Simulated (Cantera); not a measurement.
Input (Python, Cantera) and output of one run.

```python
import numpy as np
import cantera as ct

gas_names = [...]  # 113 gases of nasa_gas.yaml made of C, H, O, Pb
cond_names = """
    C(gr) C6H6(L) C7H8(L) C8H18(L),n-octa H2O(s) H2O(L) Pb(cr) Pb(L) PbO(rd) PbO(yw) PbO(L) PbO2(s)
    Pb3O4(s)
""".split()


# ... load() reads the species with a 1 bar reference pressure and builds the phases ...
atoms = {
    'PbO': {'Pb': 1, 'O': 1},
    'CH4': {'C': 1, 'H': 4},
    'CO': {'C': 1, 'O': 1},
}
top_T = {'C(gr)': 4500, 'Pb3O4(s)': 820}  # K; cautious upper limits of use, not melting points


# ... equilibrate(T, P, feed) seeds the gas with the atoms and calls Mixture.equilibrate('TP', solver="vcs", rtol=1e-11, max_steps=5000) ...
results = []
T = 1448  # K
P = 330  # Pa
for m in [0.5, 0.7, 0.98, 1.4, 1.9, 2.7, 3.8]:
    feed = {'PbO': 1, 'CH4': m, 'CO': 0.22}  # mol
    mix = equilibrate(T, P, feed)
    results.append((T, P, feed, dict(zip(mix.species_names, mix.species_moles))))

top = {s: max(r[3][s] / sum(r[3][g] for g in gas_names) for r in results) for s in gas_names}
cols = sorted((s for s in top if top[s] > 0.001), key=lambda s: -top[s])[:6]
seen = [c for c in cond_names if any(r[3].get(c, 0) > 1e-12 for r in results)]
print("log10 of partial pressures in bar; condensed amounts in mol")
print(f"{'n(CH4)':>10s}" + "".join(f"{s[:9]:>10s}" for s in cols + seen))
for T, P, feed, n in results:
    ng = sum(n[g] for g in gas_names)
    print(f"{feed['CH4']:10.4g}" + "".join(f"{np.log10(max(n[s] / ng * P / 1e5, 1e-99)):10.3f}" for s in cols)
          + "".join(f"{n.get(c, 0):10.4g}" for c in seen))
```

It prints:

```
log10 of partial pressures in bar; condensed amounts in mol
    n(CH4)        H2        Pb        CO       H2O       CO2     C(gr)
       0.5    -3.111    -2.916    -3.152    -3.358    -3.774         0
       0.7    -2.934    -3.003    -3.073    -3.642    -4.155         0
      0.98    -2.812    -3.101    -3.023    -4.900    -5.486         0
       1.4    -2.735    -3.182    -3.096    -8.427    -9.163       0.4
       1.9    -2.681    -3.261    -3.175    -8.452    -9.321    0.8999
       2.7    -2.631    -3.363    -3.277    -8.504    -9.525       1.7
       3.8    -2.593    -3.474    -3.387    -8.576    -9.746       2.8
```

Equilibrium computed with Cantera from the NASA thermochemical tables; the gas is ideal and each condensed phase is pure.
